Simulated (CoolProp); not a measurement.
The numbers come from the reference Helmholtz-energy equation of state, Wu 2011 in CoolProp.

Problem. For dimethyl ether, give the phase and the Z, cv (kJ/(kg K)), Joule-Thomson coefficient (K/MPa) at 185.1 K and 0.101 MPa; 190.7 K and 0.101 MPa; 202 K and 0.101 MPa.

Solution. 
- 185.1 K and 0.101 MPa: liquid; Z 0.00370, cv 1.47, Joule-Thomson coefficient -0.412
- 190.7 K and 0.101 MPa: liquid; Z 0.00362, cv 1.47, Joule-Thomson coefficient -0.408
- 202 K and 0.101 MPa: liquid; Z 0.00348, cv 1.46, Joule-Thomson coefficient -0.397
